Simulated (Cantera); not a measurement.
A Cantera script and its output.

```python
import numpy as np
import cantera as ct

gas = ct.Solution("h2o2.yaml")
gas.TPX = 1200, 2200, {'H2': 0.092, 'O2': 1}
inlet = ct.Reservoir(gas, clone=True)

reactor = ct.IdealGasConstPressureReactor(gas, energy="off", clone=False)
exhaust = ct.Reservoir(gas, clone=True)
tau = [2.3, 0.9, 0.35, 0.14, 0.055, 0.022, 0.0086, 0.0034][0]
for a, b in ((inlet, reactor), (reactor, exhaust)):
    ct.MassFlowController(a, b, mdot=lambda t: reactor.mass / tau)
net = ct.ReactorNet([reactor])
show = ['H2', 'O2', 'H2O', 'O', 'H2O2', 'H']

rows = []
print(f"{'tau/s':>10s}{'T/K':>9s}" + "".join(f"{s:>11s}" for s in show))
for tau in [2.3, 0.9, 0.35, 0.14, 0.055, 0.022, 0.0086, 0.0034]:
    net.initial_time = 0.0
    net.advance(30 * tau)
    before = gas.X
    net.advance(40 * tau)
    drift = np.max(np.abs(gas.X - before) / (gas.X + 1e-9))
    rows.append([gas.T, *gas[show].X, drift])
    print(f"{tau:10.3e}{gas.T:9.1f}" + "".join(f"{x:11.3e}" for x in gas[show].X))
```

Result:

```
     tau/s      T/K         H2         O2        H2O          O       H2O2          H
 2.300e+00   1200.0  1.205e-04  9.107e-01  8.733e-02  9.803e-04  1.265e-07  5.636e-05
 9.000e-01   1200.0  2.149e-04  9.097e-01  8.698e-02  1.812e-03  1.601e-07  1.427e-04
 3.500e-01   1200.0  3.808e-04  9.080e-01  8.641e-02  3.326e-03  1.960e-07  3.590e-04
 1.400e-01   1200.0  6.570e-04  9.051e-01  8.544e-02  5.881e-03  2.300e-07  8.604e-04
 5.500e-02   1200.0  1.134e-03  9.002e-01  8.373e-02  1.017e-02  2.610e-07  2.015e-03
 2.200e-02   1200.0  1.913e-03  8.928e-01  8.088e-02  1.643e-02  2.861e-07  4.320e-03
 8.600e-03   1200.0  3.248e-03  8.832e-01  7.635e-02  2.424e-02  3.101e-07  8.303e-03
 3.400e-03   1200.0  5.570e-03  8.746e-01  7.029e-02  3.056e-02  3.460e-07  1.323e-02
```

Detailed kinetics in Cantera: the H2/O2 subset of GRI-Mech 3.0, which has no nitrogen chemistry. Radical loss at walls, strong at low pressure, is not modelled. The temperature is held fixed by assumption; the heat of reaction is taken as removed at once.
